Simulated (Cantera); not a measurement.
## ZrO2 + H2 + H2O (hydrogen reduction and annealing atmospheres)

Charge: 1 mol ZrO2, 580 mol H2, 0.048 mol H2O, at 43.5 Torr.

Cantera equilibrium calculation (NASA polynomials, part measured and part estimated; ideal gas, pure solids and liquids). Candidate condensed phases: H2O, Zr, ZrO2; 12 gas species. The numbers say what is thermodynamically allowed, not how fast it happens.

| T (K) | log p H2 | log p H | log p H2O | log p OH | n ZrO2(monoclinic) | n ZrO2(tetragonal) |
|---|---|---|---|---|---|---|
| 1373 | -1.24 | -6.10 | -5.32 | -11.93 | 1.00 | 0 |
| 1423 | -1.24 | -5.80 | -5.32 | -11.54 | 1.00 | 0 |
| 1473 | -1.24 | -5.52 | -5.32 | -11.18 | 1.00 | 0 |
| 1523 | -1.24 | -5.25 | -5.32 | -10.85 | 0 | 1.00 |
| 1573 | -1.24 | -5.01 | -5.32 | -10.53 | 0 | 1.00 |
| 1623 | -1.24 | -4.78 | -5.32 | -10.24 | 0 | 1.00 |
| 1673 | -1.24 | -4.56 | -5.32 | -9.96 | 0 | 1.00 |
| 1723 | -1.24 | -4.36 | -5.32 | -9.70 | 0 | 1.00 |
| 1773 | -1.24 | -4.16 | -5.32 | -9.45 | 0 | 1.00 |
log p: log10 of the partial pressure in bar; n: condensed amount in mol.

From 1373 K to 1473 K the condensed part is ZrO2(monoclinic). From 1523 K to 1773 K the condensed part is ZrO2(tetragonal).
